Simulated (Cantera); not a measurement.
Input (Python, Cantera):

```python
import numpy as np
import cantera as ct

surf = ct.Interface("diamond.yaml", "diamond_100")
gas, bulk = surf.adjacent["gas"], surf.adjacent["diamond"]
k = surf.kinetics_species_index(bulk.species_names[0])
cover = ["c6HH", "c6H*", "c6*H", "c6**", "c6HM", "c6B"]

rows, drift = [], 0.0
print(f"{'T':>10s}{'um/h':>11s}" + "".join(f"{s:>11s}" for s in cover))
for v in [950, 1025, 1100, 1175, 1250, 1325, 1400]:
    T, P, xH, xCH3 = v, 7000, 0.019, 2e-05
    gas.TPX = T, P, {"H": xH, "CH3": xCH3, "CH4": 0.0052, "H2": 1 - xH - xCH3 - 0.0052}
    surf.TP = bulk.TP = T, P
    surf.coverages = "c6H*:0.1, c6HH:0.9"
    surf.advance_coverages(100.0)
    before = surf.coverages
    surf.advance_coverages(100.0)
    drift = max(drift, np.max(np.abs(surf.coverages - before) / (surf.coverages + 1e-9)))
    rate = surf.net_production_rates[k] * bulk.mean_molecular_weight / bulk.density * 3.6e9
    rows.append([rate, *surf[cover].coverages])
    print(f"{v:10.4g}{rate:11.4e}" + "".join(f"{x:11.3e}" for x in rows[-1][1:]))
```

Result:

```
         T       um/h       c6HH       c6H*       c6*H       c6**       c6HM        c6B
       950 5.8243e-01  6.428e-01  1.439e-02  3.352e-01  6.753e-03  7.112e-04  1.580e-09
      1025 8.2209e-01  5.738e-01  2.085e-02  3.930e-01  1.168e-02  5.137e-04  2.231e-09
      1100 1.0455e+00  5.110e-01  2.818e-02  4.418e-01  1.854e-02  3.638e-04  2.837e-09
      1175 1.1057e+00  4.552e-01  3.605e-02  4.810e-01  2.743e-02  2.269e-04  3.000e-09
      1250 8.7569e-01  4.064e-01  4.415e-02  5.109e-01  3.831e-02  1.055e-04  2.376e-09
      1325 5.9629e-01  3.643e-01  5.221e-02  5.325e-01  5.098e-02  3.596e-05  1.618e-09
      1400 4.8278e-01  3.281e-01  6.002e-02  5.467e-01  6.514e-02  1.062e-05  1.310e-09
```

Cantera simulation using the Harris–Goodwin 1993 mechanism for the reconstructed diamond (100) surface; the numbers are that mechanism's predictions, not measurements.
